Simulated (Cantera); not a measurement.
# Calcination and drying: Na2CO3 + CO2

Charge: 1 mol Na2CO3, 1.9 mol CO2, held at 0.133 bar.

Method: chemical equilibrium by Gibbs-energy minimisation in Cantera with the NASA 1993 tables (ideal gas, pure condensed phases). Candidate condensed phases: C, Na, NaO2, Na2CO3, Na2O, Na2O2; 16 gas species. Rates play no part.

From 1348 K to 1798 K the condensed part is Na2CO3(l). From 1873 K to 2098 K nothing is condensed. The main Na-bearing gas is Na throughout.

```csv
T (K),log p CO2,log p Na,log p O2,log p CO,log p NaO,log p O,log p Na2O,n Na2CO3(l)
1348,-0.88,-5.01,-4.98,-4.80,-8.00,-8.88,-10.30,1.000
1423,-0.88,-4.25,-4.51,-4.46,-7.05,-8.12,-9.06,1.000
1498,-0.88,-3.59,-4.02,-4.19,-6.19,-7.41,-7.96,0.998
1573,-0.88,-3.00,-3.52,-3.97,-5.39,-6.74,-6.96,0.993
1648,-0.89,-2.48,-3.05,-3.80,-4.67,-6.12,-6.06,0.975
1723,-0.92,-2.00,-2.59,-3.67,-3.99,-5.54,-5.22,0.917
1798,-1.02,-1.54,-2.14,-3.64,-3.34,-4.99,-4.39,0.659
1873,-1.15,-1.31,-1.92,-3.56,-3.03,-4.59,-4.12,0
1948,-1.15,-1.31,-1.92,-3.26,-3.05,-4.31,-4.39,0
2023,-1.15,-1.31,-1.91,-2.99,-3.07,-4.05,-4.64,0
2098,-1.16,-1.32,-1.90,-2.75,-3.09,-3.81,-4.87,0
```
log p: log10 of the partial pressure in bar; n: condensed amount in mol.
